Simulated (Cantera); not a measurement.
Equilibrium for chlorosilane synthesis and conversion: Si + Cl2 + H2

Input: 1 mol Si, 0.65 mol Cl2, 2.7 mol H2, equilibrated at 10.0 bar.

Equilibrium computed with Cantera from the NASA thermochemical tables; the gas is ideal and each condensed phase is pure. Candidate condensed phases: Si; 19 gas species. The tables' values for SiCl3 are old estimates; treat these amounts as uncertain. Gases not in the tables: Si2H6 and higher silanes. Equilibrium is a limit: real reactors are often held back by kinetics, nucleation or transport.

```csv
T (K),x H2,x HCl,x SiHCl3,x SiCl2,x SiCl4,x SiCl3,n Si(s),n Si(l)
700,0.870,0.000139,0.0695,1.59e-8,0.0545,1.62e-6,0.615,0
800,0.870,0.000650,0.0673,4.98e-7,0.0556,1.58e-5,0.616,0
900,0.869,0.00214,0.0652,7.14e-6,0.0564,9.20e-5,0.617,0
1000,0.867,0.00549,0.0630,5.92e-5,0.0567,0.000372,0.620,0
1100,0.862,0.0118,0.0603,0.000328,0.0559,0.00115,0.625,0
1200,0.855,0.0220,0.0568,0.00134,0.0537,0.00286,0.632,0
1300,0.844,0.0367,0.0518,0.00425,0.0494,0.00594,0.640,0
1400,0.829,0.0553,0.0448,0.0109,0.0423,0.0104,0.647,0
1500,0.810,0.0763,0.0359,0.0231,0.0327,0.0154,0.648,0
1600,0.790,0.0966,0.0261,0.0407,0.0221,0.0191,0.642,0
1700,0.772,0.114,0.0170,0.0603,0.0130,0.0199,0,0.633
```
x: gas mole fraction; n: condensed amount in mol.

From 700 K to 1600 K the condensed part is Si(s). At 1700 K the condensed part is Si(l). The main Si-bearing gas is SiHCl3 at 700 K and SiCl2 at 1700 K. The share of Si in condensed phases is highest at 1500 K (64.8 %) and lowest at 700 K (61.5 %).
